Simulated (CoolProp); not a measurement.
R245ca at 298.15 K and 0.00523 MPa is compressed adiabatically to 0.0341 MPa with isentropic efficiency 0.9. Each further row changes one setting.

Computed with CoolProp (reference Helmholtz-energy equation of state, Zhou 2016).

```tsv
case	work (kJ/kg)	final temperature (K)	final density (kg/m³)
as stated	40.9	___	1.62
efficiency 1	___	___	1.64
efficiency 0.65	___	___	___
```

Problem. Complete the blanks.

Solution. 
- as stated, final temperature (K): 342.3
- efficiency 1, work (kJ/kg): 36.8
- efficiency 1, final temperature (K): 338.1
- efficiency 0.65, work (kJ/kg): 56.6
- efficiency 0.65, final temperature (K): 358.0
- efficiency 0.65, final density (kg/m³): 1.55
